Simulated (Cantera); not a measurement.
A closed system holds: 1 mol B, 50 mol H2, 0.073 mol O2, equilibrated at 133 Pa.

Equilibrium computed with Cantera from the NASA thermochemical tables; the gas is ideal and each condensed phase is pure. Candidate condensed phases: B, B2O3, B3O3H3, H2O; 23 gas species. Mutual solubility and eutectic melting of coexisting phases are not modelled. Rates play no part. All values below are at 1198 K.

Base state: H2 0.998, HBO 0.00156, B3O3H3 0.000250, B2O2 5.11e-5, HBO2 1.62e-5 (mole fractions); condensed: B(s) + B2O3(l).

What changes in the equilibrium state with this change: O2 from 0.073 to 6.7 mol?


| species | before | after |
|---|---|---|
| H2 | 0.998 | 0.758 |
| H2O | 5.38e-7 | 0.231 |
| HBO2 | 1.62e-5 | 0.0106 |
| B3O3H3 | 0.000250 | <1e-9 |
| B2O2 | 5.11e-5 | <1e-9 |
| (HBO2)3 | <1e-9 | 4.78e-5 |
| HBO | 0.00156 | 1.81e-6 |
| B(s), mol | 0.863 | 0 |
| B2O3(l), mol | 0.00754 | 0.228 |
Gases not in the tables: H3BO3.
